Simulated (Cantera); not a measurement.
# Moist CO burnout

An isothermal, constant-pressure homogeneous reactor starts with CO : O2 : H2O : N2 = 0.013 : 0.014 : 0.0027 : 1 (molar parts), at 1400 K and 0.133 bar.

Cantera simulation using GRI-Mech 3.0 (53 species, 325 reactions); the numbers are that mechanism's predictions, not measurements.

| t (s) | x CO | x O2 | x H2O | x NO | x H |
|---|---|---|---|---|---|
| 0.000900 | 0.0126 | 0.0136 | 0.00262 | <1e-12 | 8.74e-10 |
| 0.00353 | 0.0126 | 0.0136 | 0.00262 | <1e-12 | 2.68e-8 |
| 0.0139 | 0.0116 | 0.0128 | 0.00245 | 3.11e-9 | 0.000174 |
| 0.0545 | 0.00258 | 0.00808 | 0.00168 | 4.29e-6 | 0.00129 |
| 0.214 | 0.000558 | 0.00748 | 0.00247 | 6.42e-6 | 0.000113 |
| 0.841 | 5.54e-5 | 0.00733 | 0.00261 | 6.65e-6 | 3.38e-6 |
| 3.30 | 5.08e-6 | 0.00733 | 0.00263 | 6.69e-6 | 1.00e-7 |
| 13.0 | 7.75e-7 | 0.00733 | 0.00264 | 6.70e-6 | 6.62e-9 |
| 50.9 | 4.04e-7 | 0.00733 | 0.00264 | 6.71e-6 | 2.66e-9 |
| 200 | 4.01e-7 | 0.00733 | 0.00264 | 6.72e-6 | 2.63e-9 |
x: mole fraction; the columns are a selection and need not sum to one.

Equilibrium at this temperature and pressure: CO 4.03e-7, O2 0.00725, H2O 0.00264, NO 0.000151, H 2.63e-9 (gas phase only).
